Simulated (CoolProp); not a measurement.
Vapour-liquid equilibrium of p-xylene (1) + n-decane (2) at 302 K; x and y are mole fractions of (1).

The numbers come from the multi-fluid Helmholtz-energy mixture model, Zhou 2012 and Lemmon 2006; pair parameters Bell 2016 in CoolProp.

Give the bubble pressure and the first vapour's composition at x = 0.35, 0.5, 0.65. Is there an azeotrope?

x = 0.35: 0.7228 kPa, y = 0.780; x = 0.5: 0.9002 kPa, y = 0.860; x = 0.65: 1.069 kPa, y = 0.914. No azeotrope shows between x = 0.05 and 0.95.

Pair parameters are fitted to limited data, so mixtures are less certain than the pure fluids.
